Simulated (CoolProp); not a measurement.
Properties of R365MFC along the isotherm 500 K.

Computed with CoolProp (reference Helmholtz-energy equation of state, Lemmon 2016).

```tsv
p (bar)	phase	Z	cp (kJ/(kg K))	cv (kJ/(kg K))	speed of sound (m/s)	fugacity coefficient
29.7	gas	0.7210	1.531	1.303	129.3	0.7665
59.4	supercritical	0.4149	2.791	1.411	116.5	0.5729
89.1	supercritical	0.4438	1.983	1.354	204.6	0.4516
119	supercritical	0.5353	1.816	1.340	263.9	0.3892
148	supercritical	0.6283	1.745	1.334	308.1	0.3551
178	supercritical	0.7243	1.703	1.331	346.2	0.3345
208	supercritical	0.8193	1.675	1.329	379.5	0.3227
238	supercritical	0.9131	1.654	1.329	409.2	0.3169
267	supercritical	1.003	1.639	1.328	435.5	0.3154
297	supercritical	1.094	1.627	1.328	460.5	0.3170
327	supercritical	1.184	1.618	1.328	483.9	0.3212
```

The peak of cp marks the crossing from liquid-like to gas-like fluid above the critical point.
